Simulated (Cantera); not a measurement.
Charge: 1 mol toluene, 2 mol H2, 0.22 mol H2O, held at 1825 K and 10.0 mbar.

Equilibrium computed with Cantera from the NASA thermochemical tables; the gas is ideal and each condensed phase is pure. Candidate condensed phases: C, C6H6, C7H8, C8H18, H2O; 110 gas species. Equilibrium is a limit: real reactors are often held back by kinetics, nucleation or transport.

Base state: H2 0.961, CO 0.0341, H 0.00432, C2H2 (acetylene) 0.000206 (mole fractions); condensed: C(graphite).

Question: What changes in the equilibrium state with this change: temperature from 1825 K to 2100 K?

Answer: 
```
species             before    after
----------------  --------  -------
H2                   0.961    0.935
CO                  0.0341   0.0336
H                  0.00432   0.0301
C2H2 (acetylene)  0.000206  0.00135
C(graphite), mol      6.78     6.76
```

Question: What changes in the equilibrium state with this change: H2O from 0.22 to 0.64 mol?

Answer: 
| species | before | after |
|---|---|---|
| H2 | 0.961 | 0.908 |
| CO | 0.0341 | 0.0877 |
| H | 0.00432 | 0.00420 |
| C2H2 (acetylene) | 0.000206 | 0.000195 |
| C(graphite), mol | 6.78 | 6.36 |
